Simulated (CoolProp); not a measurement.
Properties of sulfur dioxide along the isobar 3.74 bar (Tc = 157.5 °C, pc = 78.87 bar, ω = 0.256).

Computed with CoolProp (reference Helmholtz-energy equation of state, Gao 2016).

| T (°C) | phase | isothermal compressibility (1/MPa) | fugacity coefficient |
|---|---|---|---|
| 84.15 | gas | 2.766 | … |
| 92.05 | gas | … | 0.9708 |
| 99.85 | gas | 2.752 | … |
| 107.65 | gas | … | 0.9748 |
| 115.45 | gas | 2.741 | 0.9765 |
| 123.25 | gas | 2.736 | 0.9781 |
| 131.15 | gas | 2.732 | 0.9796 |
| 138.95 | gas | 2.728 | 0.9809 |
| 146.75 | gas | 2.724 | 0.9821 |
| 154.55 | gas | 2.721 | 0.9832 |
| 162.45 | gas | 2.718 | 0.9842 |
| 170.25 | gas | 2.715 | 0.9852 |

Q: Fill in the missing entries.

A: 
- 84.15, fugacity coefficient: 0.9684
- 92.05, isothermal compressibility (1/MPa): 2.759
- 99.85, fugacity coefficient: 0.9729
- 107.65, isothermal compressibility (1/MPa): 2.746
